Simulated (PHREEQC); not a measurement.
A solution holds 0.0099 mol HF, 0.01 mol (CH3)4NF and 0.00042 mol (NH4)2SiF6 per kg of water, at 25 °C. Closed to the air; pH follows from the charge balance.

Equilibrium calculation in PHREEQC: ion-association model, wateq4f.dat.

```json
{
  "pH": "3.21",
  "ionic_strength": "0.0119 mol/kgw",
  "total_alkalinity": "-11.6 meq/kg"
}
```

```csv
species,molality,activity,log γ
F-,0.0103,0.00923,-0.050
(CH3)4N+,0.0100,0.00894,-0.049
HF,0.00851,0.00853,0.001
NH4+,0.000840,0.000751,-0.048
H+,0.000679,0.000616,-0.042
SiF6-2,0.000420,0.000272,-0.189
```

This is a speciation only: nothing precipitates in the calculation. Species that the database lacks are ignored. (CH3)4N+ isn't in the database: it is added as a free cation with an ion size of 4 Å. SiF6-2 is the database's only silicon fluoride.
